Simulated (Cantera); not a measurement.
Mixture: H2 : O2 : N2 = 1 : 0.556 : 2.09 (molar parts), at 3980 Torr, adiabatic and at constant volume. Ignition delay is the time to a rise of 400 K.

Model: the H2/O2 subset of GRI-Mech 3.0, which has no nitrogen chemistry, integrated in Cantera. The hydrogen kinetics of GRI-Mech 3.0 are dated; newer H2 mechanisms differ, most at raised pressure. Where the delays flatten at high temperature, the 400 K rule measures the pace of heat release, not the induction time.

Q: What does this change do: pressure from 3980 Torr to 1050 Torr?

A: 
| quantity | before | after |
|---|---|---|
| delay at 1300 K | 6.18 µs | 20.0 µs |
| delay at 1400 K | 3.68 µs | 13.8 µs |
| delay at 1500 K | 2.53 µs | 10.5 µs |
| delay at 1600 K | 1.90 µs | 8.73 µs |
| delay at 1700 K | 1.51 µs | 7.82 µs |

Q: What does this change do: pressure from 3980 Torr to 3750 Torr?

A: 
| quantity | before | after |
|---|---|---|
| delay at 1300 K | 6.18 µs | 6.44 µs |
| delay at 1400 K | 3.68 µs | 3.88 µs |
| delay at 1500 K | 2.53 µs | 2.68 µs |
| delay at 1600 K | 1.90 µs | 2.02 µs |
| delay at 1700 K | 1.51 µs | 1.62 µs |
